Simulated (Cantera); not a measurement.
Input: 1 mol SiH₂Cl₂, 0.53 mol HCl, 8 mol H₂, held at 1698.15 K and 10.0 mbar.

Method: chemical equilibrium by Gibbs-energy minimisation in Cantera with the NASA 1993 tables (ideal gas, pure condensed phases). Candidate condensed phases: Si; 19 gas species. The tables' values for SiCl₃, SiCl are old estimates; treat these amounts as uncertain. Gases not in the tables: Si₂H₆ and higher silanes. Equilibrium is a limit: real reactors are often held back by kinetics, nucleation or transport.

Base state: H₂ 0.820, HCl 0.117, SiCl₂ 0.0603, H 0.00131, SiCl₃ 0.000634, Cl 0.000146, SiCl 0.000140, Si 6.58e-5 (mole fractions); condensed: Si(l).

**Question.** What changes in the equilibrium state with this change: H₂ from 8 to 1.8 mol?

**Answer.** 
| species | before | after |
|---|---|---|
| H₂ | 0.820 | 0.617 |
| SiCl₂ | 0.0603 | 0.195 |
| HCl | 0.117 | 0.183 |
| SiCl₄ | 1.32e-5 | 0.000138 |
| SiCl₃ | 0.000634 | 0.00369 |
| SiHCl₃ | 1.78e-5 | 8.95e-5 |
| SiH₂Cl₂ | 4.16e-6 | 1.01e-5 |
| Si(l), mol | 0.356 | 0.139 |
